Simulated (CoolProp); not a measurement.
Vapour-liquid equilibrium of propane (1) + dimethyl ether (2) at -15.65 °C; x and y are mole fractions of (1).

Computed with CoolProp (multi-fluid Helmholtz-energy mixture model, Lemmon 2009 and Wu 2011; pair parameters Bell 2016).

Q: Give the bubble pressure and the first vapour's composition at x = 0.05, 0.2, 0.65. Is there an azeotrope?

A: x = 0.05: 0.1665 MPa, y = 0.147; x = 0.2: 0.2081 MPa, y = 0.404; x = 0.65: 0.2704 MPa, y = 0.739. No azeotrope shows between x = 0.05 and 0.95.

The pair parameters rest on a limited set of measurements; away from them the model extrapolates.
